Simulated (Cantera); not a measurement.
# Premixed flame

A freely propagating, adiabatic, planar premixed flame of 11.1 % CO, 14.5 % H2, 15.6 % O2, 58.8 % N2, unburnt at 723 K and 4650 Torr; mixture-averaged transport, grid criteria slope 0.08 and curve 0.16, no radiation.

Model: GRI-Mech 3.0 (53 species, 325 reactions), integrated in Cantera. The hydrogen kinetics of GRI-Mech 3.0 are dated; newer H2 mechanisms differ, most at raised pressure. Burning velocities carry a grid error of a few per cent, more on coarse grids.

```json
[
 {"z (mm)": "-0.192", "T (K)": "723", "u (m/s)": "3.80", "x CO": "0.111", "x H2": "0.145", "x O2": "0.156", "x H2O": "2.36e-8", "x OH": "<1e-8", "x O": "<1e-8"},
 {"z (mm)": "-0.128", "T (K)": "723", "u (m/s)": "3.80", "x CO": "0.112", "x H2": "0.144", "x O2": "0.156", "x H2O": "9.40e-7", "x OH": "<1e-8", "x O": "<1e-8"},
 {"z (mm)": "-0.0959", "T (K)": "723", "u (m/s)": "3.80", "x CO": "0.112", "x H2": "0.144", "x O2": "0.156", "x H2O": "5.04e-6", "x OH": "<1e-8", "x O": "<1e-8"},
 {"z (mm)": "-0.0640", "T (K)": "724", "u (m/s)": "3.79", "x CO": "0.112", "x H2": "0.140", "x O2": "0.157", "x H2O": "8.45e-5", "x OH": "<1e-8", "x O": "2.48e-8"},
 {"z (mm)": "-0.0320", "T (K)": "767", "u (m/s)": "3.93", "x CO": "0.114", "x H2": "0.120", "x O2": "0.159", "x H2O": "0.00361", "x OH": "1.23e-5", "x O": "7.71e-6"},
 {"z (mm)": "-0.0160", "T (K)": "1002", "u (m/s)": "5.02", "x CO": "0.113", "x H2": "0.0865", "x O2": "0.150", "x H2O": "0.0276", "x OH": "0.000582", "x O": "0.000325"},
 {"z (mm)": "0", "T (K)": "1430", "u (m/s)": "7.03", "x CO": "0.101", "x H2": "0.0419", "x O2": "0.117", "x H2O": "0.0831", "x OH": "0.00329", "x O": "0.00344"},
 {"z (mm)": "0.0160", "T (K)": "1741", "u (m/s)": "8.47", "x CO": "0.0817", "x H2": "0.0163", "x O2": "0.0826", "x H2O": "0.122", "x OH": "0.00779", "x O": "0.00742"},
 {"z (mm)": "0.0320", "T (K)": "1919", "u (m/s)": "9.24", "x CO": "0.0650", "x H2": "0.00993", "x O2": "0.0670", "x H2O": "0.133", "x OH": "0.0106", "x O": "0.00823"},
 {"z (mm)": "0.0640", "T (K)": "2107", "u (m/s)": "10.0", "x CO": "0.0452", "x H2": "0.00803", "x O2": "0.0554", "x H2O": "0.138", "x OH": "0.0123", "x O": "0.00689"},
 {"z (mm)": "0.128", "T (K)": "2273", "u (m/s)": "10.7", "x CO": "0.0299", "x H2": "0.00626", "x O2": "0.0475", "x H2O": "0.144", "x OH": "0.0120", "x O": "0.00461"},
 {"z (mm)": "0.256", "T (K)": "2396", "u (m/s)": "11.2", "x CO": "0.0201", "x H2": "0.00415", "x O2": "0.0424", "x H2O": "0.149", "x OH": "0.0103", "x O": "0.00268"},
 {"z (mm)": "0.512", "T (K)": "2472", "u (m/s)": "11.4", "x CO": "0.0134", "x H2": "0.00274", "x O2": "0.0392", "x H2O": "0.153", "x OH": "0.00866", "x O": "0.00163"}
]
```
x: mole fraction of selected species; z is measured from the peak of heat release.

The laminar burning velocity comes out as 380 cm/s and the thermal thickness comes out as 0.0640 mm. The peak x(OH) is 0.0124, the peak x(O) comes out as 0.00826 and the grid points comes out as 122.
